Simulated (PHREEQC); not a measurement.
Make-up at 25 °C: 0.041 mol/kgw HCl, 0.014 mol/kgw MnSO4 and 0.0011 mol/kgw MgSO4. Closed to the air; pH follows from the charge balance.

Computed with PHREEQC (ion-association model, wateq4f.dat).

```json
{
 "pH": "1.55",
 "ionic_strength": "0.0763 mol/kgw",
 "total_alkalinity": "-41.0 meq/kg"
}
```

```
species  molality  activity   log γ
-------  --------  --------  ------
Cl-        0.0402    0.0315  -0.106
H+         0.0334    0.0280  -0.078
Mn+2       0.0113   0.00489  -0.365
HSO4-     0.00757   0.00601  -0.100
SO4-2     0.00544   0.00221  -0.391
MnSO4     0.00189   0.00192   0.008
```

This is a speciation only: nothing precipitates in the calculation.
